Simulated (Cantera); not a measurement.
Charge: 1 mol MgO, 0.87 mol C, 3 mol CO, held at 0.0100 bar.

Equilibrium computed with Cantera from the NASA thermochemical tables; the gas is ideal and each condensed phase is pure. Candidate condensed phases: C, Mg, MgCO3, MgO; 15 gas species. Rates play no part.

x: gas mole fraction; n: condensed amount in mol.

```json
[
 {"T (K)": "1475", "x CO": "0.997", "x Mg": "0.00253", "x CO2": "8.27e-6", "x Mg2": "(withheld)", "x MgO": "1.64e-12", "n C(graphite)": "0.862", "n MgO(s)": "0.992"},
 {"T (K)": "1500", "x CO": "0.994", "x Mg": "0.00588", "x CO2": "6.56e-6", "x Mg2": "(withheld)", "x MgO": "4.00e-12", "n C(graphite)": "0.852", "n MgO(s)": "0.982"},
 {"T (K)": "1525", "x CO": "0.987", "x Mg": "0.0134", "x CO2": "5.20e-6", "x Mg2": "(withheld)", "x MgO": "9.49e-12", "n C(graphite)": "0.829", "n MgO(s)": "0.959"},
 {"T (K)": "1550", "x CO": "0.970", "x Mg": "0.0298", "x CO2": "4.08e-6", "x Mg2": "(withheld)", "x MgO": "2.19e-11", "n C(graphite)": "0.775", "n MgO(s)": "0.905"},
 {"T (K)": "1575", "x CO": "0.934", "x Mg": "0.0664", "x CO2": "3.08e-6", "x Mg2": "(withheld)", "x MgO": "4.92e-11", "n C(graphite)": "0.640", "n MgO(s)": "0.770"},
 {"T (K)": "1600", "x CO": "0.847", "x Mg": "0.153", "x CO2": "2.09e-6", "x Mg2": "(withheld)", "x MgO": "1.08e-10", "n C(graphite)": "0.210", "n MgO(s)": "0.340"},
 {"T (K)": "1625", "x CO": "0.816", "x Mg": "0.184", "x CO2": "2.83e-6", "x Mg2": "7.21e-8", "x MgO": "2.31e-10", "n C(graphite)": "0", "n MgO(s)": "0.130"},
 {"T (K)": "1650", "x CO": "0.816", "x Mg": "0.184", "x CO2": "4.70e-6", "x Mg2": "6.94e-8", "x MgO": "4.82e-10", "n C(graphite)": "0", "n MgO(s)": "0.130"},
 {"T (K)": "1675", "x CO": "0.816", "x Mg": "0.184", "x CO2": "7.68e-6", "x Mg2": "6.68e-8", "x MgO": "9.84e-10", "n C(graphite)": "0", "n MgO(s)": "0.130"},
 {"T (K)": "1700", "x CO": "0.816", "x Mg": "0.184", "x CO2": "1.24e-5", "x Mg2": "6.44e-8", "x MgO": "1.97e-9", "n C(graphite)": "0", "n MgO(s)": "0.130"},
 {"T (K)": "1725", "x CO": "0.816", "x Mg": "0.184", "x CO2": "1.97e-5", "x Mg2": "6.21e-8", "x MgO": "3.86e-9", "n C(graphite)": "0", "n MgO(s)": "0.130"},
 {"T (K)": "1750", "x CO": "0.816", "x Mg": "0.184", "x CO2": "3.08e-5", "x Mg2": "5.99e-8", "x MgO": "7.42e-9", "n C(graphite)": "0", "n MgO(s)": "0.130"},
 {"T (K)": "1775", "x CO": "0.816", "x Mg": "0.184", "x CO2": "4.77e-5", "x Mg2": "5.78e-8", "x MgO": "1.40e-8", "n C(graphite)": "0", "n MgO(s)": "0.130"},
 {"T (K)": "1800", "x CO": "0.816", "x Mg": "0.184", "x CO2": "7.30e-5", "x Mg2": "5.58e-8", "x MgO": "2.60e-8", "n C(graphite)": "0", "n MgO(s)": "0.130"}
]
```

Question: Fill in the missing entries.

Answer: 
- 1475, x Mg2: 1.74e-11
- 1500, x Mg2: 9.03e-11
- 1525, x Mg2: 4.48e-10
- 1550, x Mg2: 2.14e-9
- 1575, x Mg2: 1.02e-8
- 1600, x Mg2: 5.19e-8
